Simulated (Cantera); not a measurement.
An isothermal, constant-pressure homogeneous reactor starts with 0.237 % CO, 0.326 % O2, 0.583 % H2O, 98.9 % N2, at 1300 K and 1.01 bar.

Model: GRI-Mech 3.0 (53 species, 325 reactions), integrated in Cantera.

x: mole fraction; the columns are a selection and need not sum to one.

```json
[
 {"t (s)": "0.000200", "x CO": "0.00237", "x O2": "0.00326", "x H2O": "0.00583", "x HO2": "1.68e-11", "x CO2": "3.85e-10", "x NO": "<1e-12"},
 {"t (s)": "0.000460", "x CO": "0.00237", "x O2": "0.00326", "x H2O": "0.00583", "x HO2": "5.69e-11", "x CO2": "1.24e-9", "x NO": "<1e-12"},
 {"t (s)": "0.00106", "x CO": "0.00237", "x O2": "0.00326", "x H2O": "0.00583", "x HO2": "4.05e-10", "x CO2": "7.43e-9", "x NO": "<1e-12"},
 {"t (s)": "0.00243", "x CO": "0.00237", "x O2": "0.00326", "x H2O": "0.00583", "x HO2": "1.16e-8", "x CO2": "1.99e-7", "x NO": "<1e-12"},
 {"t (s)": "0.00558", "x CO": "0.00223", "x O2": "0.00318", "x H2O": "0.00578", "x HO2": "7.06e-7", "x CO2": "0.000143", "x NO": "4.53e-10"},
 {"t (s)": "0.0128", "x CO": "?", "x O2": "0.00235", "x H2O": "0.00567", "x HO2": "6.27e-7", "x CO2": "0.00185", "x NO": "1.27e-7"},
 {"t (s)": "0.0295", "x CO": "?", "x O2": "0.00212", "x H2O": "0.00580", "x HO2": "3.14e-7", "x CO2": "0.00229", "x NO": "1.76e-7"},
 {"t (s)": "0.0678", "x CO": "?", "x O2": "0.00208", "x H2O": "0.00583", "x HO2": "9.49e-8", "x CO2": "0.00236", "x NO": "1.84e-7"},
 {"t (s)": "0.156", "x CO": "?", "x O2": "0.00208", "x H2O": "0.00584", "x HO2": "2.17e-8", "x CO2": "0.00237", "x NO": "1.87e-7"},
 {"t (s)": "0.358", "x CO": "?", "x O2": "0.00208", "x H2O": "0.00584", "x HO2": "4.99e-9", "x CO2": "0.00237", "x NO": "1.88e-7"},
 {"t (s)": "0.823", "x CO": "?", "x O2": "0.00208", "x H2O": "0.00584", "x HO2": "1.44e-9", "x CO2": "0.00238", "x NO": "1.89e-7"},
 {"t (s)": "1.89", "x CO": "?", "x O2": "0.00208", "x H2O": "0.00584", "x HO2": "5.77e-10", "x CO2": "0.00238", "x NO": "1.89e-7"},
 {"t (s)": "4.35", "x CO": "?", "x O2": "0.00208", "x H2O": "0.00584", "x HO2": "3.32e-10", "x CO2": "0.00238", "x NO": "1.89e-7"},
 {"t (s)": "10.0", "x CO": "?", "x O2": "0.00208", "x H2O": "0.00584", "x HO2": "2.87e-10", "x CO2": "0.00238", "x NO": "1.89e-7"}
]
```

Q: Complete the blanks.

A: 
- 0.0128, x CO: 0.000527
- 0.0295, x CO: 8.19e-5
- 0.0678, x CO: 1.42e-5
- 0.156, x CO: 2.38e-6
- 0.358, x CO: 3.78e-7
- 0.823, x CO: 6.82e-8
- 1.89, x CO: 2.08e-8
- 4.35, x CO: 1.02e-8
- 10.0, x CO: 8.07e-9
